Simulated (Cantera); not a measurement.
Feed: 1 mol (CH3)2SiCl2, 19 mol H2, at 2198.15 K and 4.43 Torr.

These are equilibrium values from Cantera (NASA tables, ideal gas, pure condensed phases), not measurements of a reactor. Candidate condensed phases: C, C6H6, C7H8, C8H18, Si, SiC; 109 gas species. The feed counts by its element totals alone. The tables' values for SiCl are old estimates; treat these amounts as uncertain. Gases not in the tables: Si2H6 and higher silanes. The numbers say what is thermodynamically allowed, not how fast it happens.

Base state: H2 0.842, HCl 0.0755, H 0.0666, Si 0.00655, Cl 0.00435, C2H2 (acetylene) 0.00214, SiCl2 0.00140, SiC2 0.000625 (mole fractions); condensed: C(graphite) + SiC(s).

Q: What changes in the equilibrium state with this change: temperature from 2198.15 K to 975 K?

A: 
```csv
species,before,after
H2,0.842,0.916
HCl,0.0755,0.0824
SiCl4,<1e-9,0.00112
H,0.0666,1.43e-8
Si,0.00655,<1e-9
Cl,0.00435,1.21e-9
"C(graphite), mol",1.10,1.01
"SiC(s), mol",0.757,0.972
```
The tables' values for SiCl3 are old estimates; treat these amounts as uncertain.

Q: What changes in the equilibrium state with this change: H2 from 19 to 170 mol?

A: 
```
species             before     after
----------------  --------  --------
H2                   0.842     0.912
H                   0.0666    0.0693
HCl                 0.0755    0.0104
Cl                 0.00435  0.000574
Si                 0.00655   0.00449
SiCl2              0.00140   1.67e-5
SiCl              0.000516   4.67e-5
C(graphite), mol      1.10     0.968
SiC(s), mol          0.757         0
```
